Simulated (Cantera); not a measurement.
A closed system holds: 1 mol Si, a varied amount of O₂, 85 mol H₂, 0.039 mol H₂O, held at 2173 K and 0.570 Pa.

Method: chemical equilibrium by Gibbs-energy minimisation in Cantera with the NASA 1993 tables (ideal gas, pure condensed phases). Candidate condensed phases: H₂O, Si, SiO₂; 18 gas species. Rates play no part.

### Question
At 0.5 mol O₂, list the 5 most abundant gas species with their mole fractions, and the condensed phases.

### Answer
H 0.826, H₂ 0.167, SiO 0.00682, O 0.000156, H₂O 6.77e-5. Condensed: gas only.
